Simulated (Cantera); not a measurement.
# N2O furnace oxynitridation

A perfectly stirred reactor is fed with N2O : H2O = 1 : 0.057 (molar parts), at 1.40 bar; it is held at 1500 K, and followed from long to short residence time.

Cantera simulation using GRI-Mech 3.0 (53 species, 325 reactions); the numbers are that mechanism's predictions, not measurements. GRI-Mech 3.0 was tuned for natural gas; its chemistry of N2O as a main component is partial and can be far from experiment. The temperature is held fixed by assumption; the heat of reaction is taken as removed at once.

```csv
τ (s),x N2O,x H2O,x NO,x NO2,x OH,x H2,x N2
6.0,0.00220,0.0366,0.0208,0.000181,8.22e-5,2.84e-7,0.630
1.9,0.00659,0.0367,0.0313,0.000290,0.000103,4.26e-7,0.622
0.62,0.0186,0.0369,0.0456,0.000449,0.000129,6.25e-7,0.607
0.20,0.0503,0.0375,0.0623,0.000663,0.000162,8.74e-7,0.577
0.064,0.127,0.0389,0.0752,0.000904,0.000200,1.13e-6,0.518
0.021,0.281,0.0416,0.0740,0.00110,0.000239,1.31e-6,0.414
0.0067,0.516,0.0459,0.0537,0.00116,0.000271,1.45e-6,0.265
0.0021,0.740,0.0500,0.0271,0.000957,0.000282,1.65e-6,0.126
0.00069,0.865,0.0523,0.0109,0.000568,0.000267,1.97e-6,0.0494
0.00022,0.918,0.0533,0.00380,0.000210,0.000234,2.30e-6,0.0168
```
x: mole fraction; the columns are a selection and need not sum to one.
